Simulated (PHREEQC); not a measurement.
Consider water at 69 °C with 0.043 mol Cu(NO3)2, 0.0071 mol H2SO4 and 0.019 mol Na2SO4 per kg of water. Closed to the air; pH follows from the charge balance.

Equilibrium calculation in PHREEQC: ion-association model, phreeqc.dat.

Question: The ionic strength comes out as 0.159 mol/kgw. What activity coefficients do Cu+2, HSO4-, Na+, SO4-2, NO3- get?

Answer: Cu+2 0.32, HSO4- 0.74, Na+ 0.74, SO4-2 0.29, NO3- 0.70.

Precipitation was switched off in this run. Complexes and solids missing from the database can't appear. Constants without temperature data keep their 25 °C values here.
